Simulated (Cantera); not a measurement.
CHF3 + CH4 + H2 (fluorocarbon and chlorocarbon gases)

Input: 1 mol CHF3, 0.73 mol CH4, 0.48 mol H2, held at 13.3 mbar.

These are equilibrium values from Cantera (NASA tables, ideal gas, pure condensed phases), not measurements of a reactor. Candidate condensed phases: C, C6H6, C7H8, C8H18; 95 gas species. Kinetics and transport are ignored.

```json
[
 {"T (K)": "2125", "x HF": "0.756", "x H": "0.0150", "x H2": "0.229", "x F": "3.29e-5", "x C3": "3.75e-8", "x C": "2.88e-8", "x C2": "3.24e-9", "x CF": "2.73e-7", "n C(graphite)": "1.73"},
 {"T (K)": "2325", "x HF": "0.744", "x H": "0.0437", "x H2": "0.211", "x F": "0.000198", "x C3": "1.98e-6", "x C": "9.38e-7", "x C2": "1.77e-7", "x CF": "3.61e-6", "n C(graphite)": "1.72"},
 {"T (K)": "2525", "x HF": "0.721", "x H": "0.101", "x H2": "0.174", "x F": "0.000936", "x C3": "5.48e-5", "x C": "1.75e-5", "x C2": "5.07e-6", "x CF": "3.30e-5", "n C(graphite)": "1.71"},
 {"T (K)": "2725", "x HF": "0.683", "x H": "0.187", "x H2": "0.120", "x F": "0.00381", "x C3": "0.000917", "x C": "0.000213", "x C2": "8.82e-5", "x CF": "0.000234", "n C(graphite)": "1.68"},
 {"T (K)": "2925", "x HF": "0.624", "x H": "0.276", "x H2": "0.0655", "x F": "0.0142", "x C3": "0.0103", "x C": "0.00183", "x C2": "0.00103", "x CF": "0.00140", "n C(graphite)": "1.50"},
 {"T (K)": "3125", "x HF": "0.485", "x H": "0.324", "x H2": "0.0268", "x F": "0.0450", "x C3": "0.0817", "x C": "0.0118", "x C2": "0.00858", "x CF": "0.00662", "n C(graphite)": "0"},
 {"T (K)": "3325", "x HF": "0.359", "x H": "0.391", "x H2": "0.0135", "x F": "0.110", "x C3": "0.0646", "x C": "0.0307", "x C2": "0.0141", "x CF": "0.0115", "n C(graphite)": "0"}
]
```
x: gas mole fraction; n: condensed amount in mol.

From 2125 K to 2925 K the condensed part is C(graphite). From 3125 K to 3325 K nothing is condensed. The main C-bearing gas is C2H2 (acetylene) at 2125 K and C3 at 3325 K.
